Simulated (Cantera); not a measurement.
Input: 1 mol BCl₃, a varied amount of H₂O, 0.36 mol N₂, held at 62.0 Pa.

Cantera equilibrium calculation (NASA polynomials, part measured and part estimated; ideal gas, pure solids and liquids). Candidate condensed phases: B, BN, B₂O₃, B₃O₃H₃, H₂O, NH₄Cl; 49 gas species. N₂ is the only nitrogen source here; it is nearly inert below about 1500 K, so the nitride shown seldom forms there in practice. The tables' values for BCl₂ are old estimates. Equilibrium is a limit: real reactors are often held back by kinetics, nucleation or transport.

Problem. What condenses at these points (T in °C, n(H₂O) in mol): (1150, 0.25); (1250, 0.89); (1200, 0.13); (1450, 0.47); (1200, 1.7); (1650, 3.2)?

Solution. 
```csv
T (°C),n(H₂O) in mol,condensed phases,B condensed (%)
1150,0.25,gas only,0.0
1250,0.89,gas only,0.0
1200,0.13,BN,0.0
1450,0.47,gas only,0.0
1200,1.7,B₂O₃,51.4
1650,3.2,gas only,0.0
```
